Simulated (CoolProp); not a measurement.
Properties of nitrogen along the isotherm 144.1 K.

Values from CoolProp's reference Helmholtz-energy equation of state, Span 2000.

```csv
p (kPa),phase,Joule-Thomson coefficient (K/MPa),isothermal compressibility (1/MPa),expansivity (1/kK)
212,gas,8.322,4.784,7.248
424,gas,8.320,2.428,7.579
637,gas,8.314,1.641,7.939
849,gas,8.305,1.252,8.325
1060,gas,8.292,1.020,8.742
1270,gas,8.274,0.8664,9.193
1490,gas,8.250,0.7531,9.709
1700,gas,8.221,0.6733,10.25
```
